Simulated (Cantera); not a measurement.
What does this Cantera script print?

```python
import numpy as np
import cantera as ct

gas = ct.Solution("gri30.yaml")
gas.TPX = 400, 840000, {'CH3OH': 1, 'O2': 1.95, 'N2': 7.32}
flame = ct.FreeFlame(gas, width=0.009)
flame.set_refine_criteria(ratio=3, slope=0.08, curve=0.16)
flame.transport_model = "mixture-averaged"
flame.solve(loglevel=0, auto=True)
flame.transport_model = "multicomponent"
flame.soret_enabled = False
flame.solve(loglevel=0, refine_grid=True)
z, T = flame.grid, flame.T
thick = (T[-1] - T[0]) / np.gradient(T, z).max()
show = ['CH3OH', 'O2', 'NO', 'H2O', 'NO2', 'CH2']
print(f"laminar burning velocity  {flame.velocity[0] * 100:.3f} cm/s")
print(f"burnt temperature         {T[-1]:.1f} K")
print(f"thermal thickness         {thick * 1e3:.4f} mm")
print(f"grid points               {len(z)}")
z0 = z[flame.heat_release_rate.argmax()]
print(f"{'z/mm':>9s}{'T/K':>9s}{'u/(m/s)':>9s}" + "".join(f"{s:>11s}" for s in show))
rows = []
for k in (-3, -2, -1.5, -1, -0.5, -0.25, 0, 0.25, 0.5, 1, 2, 4, 8):
    zz = z0 + k * thick
    rows.append([k * thick, np.interp(zz, z, T), np.interp(zz, z, flame.velocity),
                 *(np.interp(zz, z, flame.X[gas.species_index(s)]) for s in show)])
    print(f"{rows[-1][0] * 1e3:9.3f}{rows[-1][1]:9.1f}{rows[-1][2]:9.3f}" + "".join(f"{x:11.3e}" for x in rows[-1][3:]))
```

Result:

```
laminar burning velocity  20.115 cm/s
burnt temperature         2063.7 K
thermal thickness         0.1018 mm
grid points               126
     z/mm      T/K  u/(m/s)      CH3OH         O2         NO        H2O        NO2        CH2
   -0.305    400.8    0.202  9.729e-02  1.896e-01  2.529e-11  1.924e-04  5.875e-10  8.513e-19
   -0.204    405.9    0.205  9.709e-02  1.890e-01  2.088e-10  1.259e-03  5.534e-09  9.355e-19
   -0.153    426.8    0.216  9.635e-02  1.869e-01  1.186e-09  5.042e-03  3.189e-08 -9.992e-19
   -0.102    540.4    0.275  9.111e-02  1.771e-01  1.263e-08  2.251e-02  2.235e-07  8.349e-19
   -0.051    952.3    0.497  6.336e-02  1.411e-01  2.361e-07  7.673e-02  1.036e-06  1.085e-14
   -0.025   1309.4    0.695  3.227e-02  1.077e-01  1.065e-06  1.203e-01  1.270e-06  8.199e-10
    0.000   1696.4    0.912  2.114e-03  7.074e-02  3.471e-06  1.637e-01  2.208e-07  2.571e-07
    0.025   1874.4    1.001  9.440e-07  5.306e-02  5.427e-06  1.763e-01  2.420e-08  1.133e-08
    0.051   1956.0    1.039  6.358e-10  4.703e-02  6.847e-06  1.796e-01  2.832e-08  2.218e-10
    0.102   2020.9    1.070  5.612e-13  4.336e-02  8.522e-06  1.827e-01  3.319e-08  2.633e-13
    0.204   2053.2    1.085  1.102e-18  4.191e-02  1.003e-05  1.846e-01  2.881e-08  1.854e-16
    0.407   2062.6    1.089  1.188e-16  4.158e-02  1.160e-05  1.852e-01  2.451e-08  7.769e-17
    0.814   2063.7    1.089  1.653e-17  4.154e-02  1.418e-05  1.853e-01  2.843e-08  1.762e-17
```

Model: GRI-Mech 3.0 (53 species, 325 reactions), integrated in Cantera. GRI-Mech 3.0 was tuned for natural gas; its chemistry of methanol as a main component is partial and can be far from experiment. Burning velocities carry a grid error of a few per cent, more on coarse grids.
